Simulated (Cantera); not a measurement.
What does this Cantera script print?

```python
import numpy as np
import cantera as ct

gas_names = """
    H HNO HNO2 HNO3 HO2 H2 H2O H2O2 N NH NH2 NH3 NH2OH NO NO2 NO3 N2 N2H2 N2H4 N2O O OH O2 O3 Si SiH
    SiH2 SiH3 SiH4 SiN SiO SiO2 Si2 Si2N Si3
""".split()
cond_names = """
    H2O(s) H2O(L) Si(cr) Si(L) SiO2(Lqz) SiO2(hqz) SiO2(L) Si2N2O(s) Si3N4(a)
""".split()


# ... load() reads the species with a 1 bar reference pressure and builds the phases ...
atoms = {
    'Si3N4': {'Si': 3, 'N': 4},
    'H2O': {'H': 2, 'O': 1},
    'H2': {'H': 2},
}
top_T = {'Si2N2O(s)': 2100, 'Si3N4(a)': 2400}  # K; cautious upper limits of use, not melting points


# ... equilibrate(T, P, feed) seeds the gas with the atoms and calls Mixture.equilibrate('TP', solver="vcs", rtol=1e-11, max_steps=5000) ...
results = []
P = 1900  # Pa
for T in [925, 1025, 1125, 1225, 1325, 1425, 1525, 1625, 1725, 1825, 1925, 2025, 2125]:
    for m in [0.0035, 0.0056, 0.0091, 0.015, 0.024, 0.039, 0.064, 0.1, 0.17]:
        feed = {'Si3N4': 1, 'H2O': m, 'H2': 42}  # mol
        mix = equilibrate(T, P, feed)
        results.append((T, P, feed, dict(zip(mix.species_names, mix.species_moles))))

for T, P, feed, n in results:
    print(f"{T:7g} {feed['H2O']:10.4g}  " + (" + ".join(c for c in cond_names if n.get(c, 0) > 1e-12) or "gas only"))
```

It prints:

```
    925     0.0035  Si2N2O(s) + Si3N4(a)
    925     0.0056  Si2N2O(s) + Si3N4(a)
    925     0.0091  Si2N2O(s) + Si3N4(a)
    925      0.015  Si2N2O(s) + Si3N4(a)
    925      0.024  Si2N2O(s) + Si3N4(a)
    925      0.039  Si2N2O(s) + Si3N4(a)
    925      0.064  Si2N2O(s) + Si3N4(a)
    925        0.1  Si2N2O(s) + Si3N4(a)
    925       0.17  Si2N2O(s) + Si3N4(a)
   1025     0.0035  Si2N2O(s) + Si3N4(a)
   1025     0.0056  Si2N2O(s) + Si3N4(a)
   1025     0.0091  Si2N2O(s) + Si3N4(a)
   1025      0.015  Si2N2O(s) + Si3N4(a)
   1025      0.024  Si2N2O(s) + Si3N4(a)
   1025      0.039  Si2N2O(s) + Si3N4(a)
   1025      0.064  Si2N2O(s) + Si3N4(a)
   1025        0.1  Si2N2O(s) + Si3N4(a)
   1025       0.17  Si2N2O(s) + Si3N4(a)
   1125     0.0035  Si2N2O(s) + Si3N4(a)
   1125     0.0056  Si2N2O(s) + Si3N4(a)
   1125     0.0091  Si2N2O(s) + Si3N4(a)
   1125      0.015  Si2N2O(s) + Si3N4(a)
   1125      0.024  Si2N2O(s) + Si3N4(a)
   1125      0.039  Si2N2O(s) + Si3N4(a)
   1125      0.064  Si2N2O(s) + Si3N4(a)
   1125        0.1  Si2N2O(s) + Si3N4(a)
   1125       0.17  Si2N2O(s) + Si3N4(a)
   1225     0.0035  Si2N2O(s) + Si3N4(a)
   1225     0.0056  Si2N2O(s) + Si3N4(a)
   1225     0.0091  Si2N2O(s) + Si3N4(a)
   1225      0.015  Si2N2O(s) + Si3N4(a)
   1225      0.024  Si2N2O(s) + Si3N4(a)
   1225      0.039  Si2N2O(s) + Si3N4(a)
   1225      0.064  Si2N2O(s) + Si3N4(a)
   1225        0.1  Si2N2O(s) + Si3N4(a)
   1225       0.17  Si2N2O(s) + Si3N4(a)
   1325     0.0035  Si(cr) + Si2N2O(s) + Si3N4(a)
   1325     0.0056  Si(cr) + Si2N2O(s) + Si3N4(a)
   1325     0.0091  Si2N2O(s) + Si3N4(a)
   1325      0.015  Si2N2O(s) + Si3N4(a)
   1325      0.024  Si2N2O(s) + Si3N4(a)
   1325      0.039  Si2N2O(s) + Si3N4(a)
   1325      0.064  Si2N2O(s) + Si3N4(a)
   1325        0.1  Si2N2O(s) + Si3N4(a)
   1325       0.17  Si2N2O(s) + Si3N4(a)
   1425     0.0035  Si(cr) + Si2N2O(s) + Si3N4(a)
   1425     0.0056  Si(cr) + Si2N2O(s) + Si3N4(a)
   1425     0.0091  Si(cr) + Si2N2O(s) + Si3N4(a)
   1425      0.015  Si(cr) + Si2N2O(s) + Si3N4(a)
   1425      0.024  Si(cr) + Si2N2O(s) + Si3N4(a)
   1425      0.039  Si(cr) + Si2N2O(s) + Si3N4(a)
   1425      0.064  Si(cr) + Si2N2O(s) + Si3N4(a)
   1425        0.1  Si2N2O(s) + Si3N4(a)
   1425       0.17  Si2N2O(s) + Si3N4(a)
   1525     0.0035  Si(cr) + Si2N2O(s) + Si3N4(a)
   1525     0.0056  Si(cr) + Si2N2O(s) + Si3N4(a)
   1525     0.0091  Si(cr) + Si2N2O(s) + Si3N4(a)
   1525      0.015  Si(cr) + Si2N2O(s) + Si3N4(a)
   1525      0.024  Si(cr) + Si2N2O(s) + Si3N4(a)
   1525      0.039  Si(cr) + Si2N2O(s) + Si3N4(a)
   1525      0.064  Si(cr) + Si2N2O(s) + Si3N4(a)
   1525        0.1  Si(cr) + Si2N2O(s) + Si3N4(a)
   1525       0.17  Si(cr) + Si2N2O(s) + Si3N4(a)
   1625     0.0035  Si(cr) + Si3N4(a)
   1625     0.0056  Si(cr) + Si3N4(a)
   1625     0.0091  Si(cr) + Si3N4(a)
   1625      0.015  Si(cr) + Si3N4(a)
   1625      0.024  Si(cr) + Si3N4(a)
   1625      0.039  Si(cr) + Si2N2O(s) + Si3N4(a)
   1625      0.064  Si(cr) + Si2N2O(s) + Si3N4(a)
   1625        0.1  Si(cr) + Si2N2O(s) + Si3N4(a)
   1625       0.17  Si(cr) + Si2N2O(s) + Si3N4(a)
   1725     0.0035  Si(L)
   1725     0.0056  Si(L)
   1725     0.0091  Si(L)
   1725      0.015  Si(L)
   1725      0.024  Si(L)
   1725      0.039  Si(L)
   1725      0.064  Si(L)
   1725        0.1  Si(L)
   1725       0.17  Si(L)
   1825     0.0035  Si(L)
   1825     0.0056  Si(L)
   1825     0.0091  Si(L)
   1825      0.015  Si(L)
   1825      0.024  Si(L)
   1825      0.039  Si(L)
   1825      0.064  Si(L)
   1825        0.1  Si(L)
   1825       0.17  Si(L)
   1925     0.0035  Si(L)
   1925     0.0056  Si(L)
   1925     0.0091  Si(L)
   1925      0.015  Si(L)
   1925      0.024  Si(L)
   1925      0.039  Si(L)
   1925      0.064  Si(L)
   1925        0.1  Si(L)
   1925       0.17  Si(L)
   2025     0.0035  Si(L)
   2025     0.0056  Si(L)
   2025     0.0091  Si(L)
   2025      0.015  Si(L)
   2025      0.024  Si(L)
   2025      0.039  Si(L)
   2025      0.064  Si(L)
   2025        0.1  Si(L)
   2025       0.17  Si(L)
   2125     0.0035  Si(L)
   2125     0.0056  Si(L)
   2125     0.0091  Si(L)
   2125      0.015  Si(L)
   2125      0.024  Si(L)
   2125      0.039  Si(L)
   2125      0.064  Si(L)
   2125        0.1  Si(L)
   2125       0.17  Si(L)
```

These are equilibrium values from Cantera (NASA tables, ideal gas, pure condensed phases), not measurements of a reactor. Mutual solubility and eutectic melting of coexisting phases are not modelled.
